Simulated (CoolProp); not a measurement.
Vapour-liquid equilibrium of methanol (1) + water (2) at 36.35 °C; x and y are mole fractions of (1).

Model: multi-fluid Helmholtz-energy mixture model, de Reuck 1993 and Wagner 2002; pair parameters Bell 2016, in CoolProp.

```csv
x,bubble pressure (bar),y at the bubble point,dew pressure at overall composition x (bar),liquid density (mol/L)
0.05,0.08321,0.298,0.06357,52.48
0.15,0.1206,0.561,0.07043,47.69
0.25,0.1507,0.681,0.07861,43.52
0.35,0.1757,0.753,0.08868,39.86
0.45,0.1972,0.804,0.1015,36.64
0.55,0.2165,0.845,0.1185,33.77
0.65,0.2348,0.880,0.1417,31.23
0.75,0.2526,0.914,0.1744,28.95
0.85,0.2707,0.947,0.2192,26.90
0.95,0.2894,0.982,0.2723,25.06
```

No azeotrope shows between x = 0.05 and 0.95.

The pair parameters rest on a limited set of measurements; away from them the model extrapolates.
